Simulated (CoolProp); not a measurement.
The fluid at 102.21 K and 0.0296 MPa (gas) is heated at constant pressure to 253.4 K. The same conditions are run with several fluids, on thermodynamics alone (safety and materials aside).

Computed with CoolProp (reference Helmholtz-energy equation of state of each fluid (methane: Setzmann 1991; oxygen: Schmidt 1985; fluorine: de Reuck 1990; carbon monoxide: Lemmon 2006; dry air: Lemmon 2000)). Blends and air are pseudo-pure fits.

```
fluid            heat (kJ/kg)  final density (kg/m³)
---------------  ------------  ---------------------
methane                   318                  0.226
oxygen                    138                  0.450
fluorine                  118                  0.534
carbon monoxide           158                  0.394
dry air                   152                  0.407
```
